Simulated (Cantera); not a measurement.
A perfectly stirred reactor is fed with C2H6 : N2 = 1 : 78 (molar parts), at 0.220 bar; it is held at 1950 K, and followed from long to short residence time.

Cantera simulation using GRI-Mech 3.0 (53 species, 325 reactions); the numbers are that mechanism's predictions, not measurements. GRI-Mech 3.0 stops at C3 and has no aromatics, soot or wall deposition, so with more carbon than oxygen in the feed, carbon stays in small species such as C2H2 where larger ones or solid carbon would form.

Q: Predict: x(C2H6) at τ = 3.80 s; x(H) at τ = 3.80 s; x(CH2) at τ = 3.80 s; x(CH3) at τ = 3.80 s; x(HCN) at τ = 3.80 s; x(C2H6) at τ = 0.130 s; x(H) at τ = 0.130 s; x(CH2) at τ = 0.130 s; x(CH3) at τ = 0.130 s; x(HCN) at τ = 0.130 s.

A: 
```json
{
 "x(C2H6) at τ = 3.80 s": "5.46e-8",
 "x(H) at τ = 3.80 s": "0.000395",
 "x(CH2) at τ = 3.80 s": "5.47e-7",
 "x(CH3) at τ = 3.80 s": "2.77e-5",
 "x(HCN) at τ = 3.80 s": "0.00351",
 "x(C2H6) at τ = 0.130 s": "1.54e-6",
 "x(H) at τ = 0.130 s": "0.000456",
 "x(CH2) at τ = 0.130 s": "3.25e-6",
 "x(CH3) at τ = 0.130 s": "0.000154",
 "x(HCN) at τ = 0.130 s": "0.00103"
}
```
